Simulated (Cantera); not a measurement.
Low-pressure radical oxidation in H2/O2

An isothermal, constant-pressure homogeneous reactor starts with H2 : O2 = 0.43 : 1 (molar parts), at 1225 K and 20.0 Torr.

Computed with Cantera and GRI-Mech 3.0 (53 species, 325 reactions). Radical loss at walls, strong at low pressure, is not modelled. The temperature is held fixed by assumption; the heat of reaction is taken as removed at once.

```tsv
t (s)	x H2	x O2	x H2O	x OH	x HO2
4.00e-6	0.301	0.699	4.01e-11	1.49e-10	2.46e-9
1.69e-5	0.301	0.699	2.10e-9	1.73e-9	1.04e-8
7.11e-5	0.301	0.699	1.21e-7	2.96e-8	4.41e-8
0.000300	0.300	0.699	0.000536	9.81e-5	1.90e-6
0.00126	0.0167	0.569	0.250	0.0130	2.00e-5
0.00533	0.00414	0.631	0.337	0.00664	2.13e-5
0.0225	0.000174	0.645	0.353	0.00134	4.76e-6
0.0949	1.19e-5	0.646	0.354	0.000363	5.19e-7
0.400	1.58e-6	0.646	0.354	0.000135	8.59e-8
1.69	2.93e-7	0.646	0.354	5.86e-5	2.88e-8
7.11	7.90e-8	0.646	0.354	3.04e-5	2.84e-8
30.0	5.74e-8	0.646	0.354	2.58e-5	3.11e-8
```
x: mole fraction; the columns are a selection and need not sum to one.

Equilibrium at this temperature and pressure: H2 5.74e-8, O2 0.646, H2O 0.354, OH 2.58e-5, HO2 3.11e-8 (gas phase only).
